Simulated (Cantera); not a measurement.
A perfectly stirred reactor is fed with H2 : O2 : N2 = 0.9 : 1 : 5.7 (molar parts), equivalence ratio 0.45, at 0.178 atm; it is held at 1325 K, and followed from long to short residence time.

Model: GRI-Mech 3.0 (53 species, 325 reactions), integrated in Cantera. The temperature is held fixed by assumption; the heat of reaction is taken as removed at once.

Problem. What does this change do: temperature 1325 to 1173 K?

Solution. 
```
quantity                 before     after
---------------------  --------  --------
x(H2) at τ = 2.90 s     7.94e-5   9.98e-5
x(O2) at τ = 2.90 s      0.0768    0.0769
x(O) at τ = 2.90 s      6.67e-5   4.13e-5
x(NO2) at τ = 2.90 s    2.01e-9   1.08e-9
x(H2O) at τ = 2.90 s      0.126     0.126
x(H2) at τ = 42.0 ms    0.00127   0.00151
x(O2) at τ = 42.0 ms     0.0766    0.0771
x(O) at τ = 42.0 ms     0.00113  0.000693
x(NO2) at τ = 42.0 ms  4.83e-10  2.97e-10
x(H2O) at τ = 42.0 ms     0.123     0.124
```
